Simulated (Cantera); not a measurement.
An adiabatic, constant-volume homogeneous reactor starts with CO : H2 : CH4 : O2 : N2 = 1 : 0.11 : 0.076 : 0.295 : 2.74 (molar parts), equivalence ratio 2.4, at 1250 K and 0.987 atm.

Computed with Cantera and GRI-Mech 3.0 (53 species, 325 reactions).

### Question
Predict: time of steepest temperature rise; temperature at 0.200 s; equilibrium temperature; x(CO) at 0.200 s; x(H2) at 0.200 s; x(HO2) at 0.200 s.

### Answer
- time of steepest temperature rise: 0.575 ms
- temperature at 0.200 s: 2374 K
- equilibrium temperature: 2374 K
- x(CO) at 0.200 s: 0.184 (gas-phase equilibrium 0.184)
- x(H2) at 0.200 s: 0.0179 (gas-phase equilibrium 0.0179)
- x(HO2) at 0.200 s: 1.15e-8 (gas-phase equilibrium 1.15e-8)
